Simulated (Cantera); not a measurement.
Mixture: H2 : O2 : N2 = 1 : 0.685 : 2.58 (molar parts), equivalence ratio 0.73, at 7500 Torr, adiabatic and at constant volume. Ignition delay is the time to a rise of 400 K.

Model: GRI-Mech 3.0 (53 species, 325 reactions), integrated in Cantera. The hydrogen kinetics of GRI-Mech 3.0 are dated; newer H2 mechanisms differ, most at raised pressure.

Q: Predict: delay at 1200 K; delay at 1275 K; delay at 1350 K; delay at 1425 K; delay at 1500 K; apparent activation energy between 1350 and 1500 K.

A: 
```
Property                                               Result
--------------------------------------------------  ---------
delay at 1200 K                                       63.2 µs
delay at 1275 K                                       6.73 µs
delay at 1350 K                                       3.12 µs
delay at 1425 K                                       1.99 µs
delay at 1500 K                                       1.43 µs
apparent activation energy between 1350 and 1500 K  87 kJ/mol
```
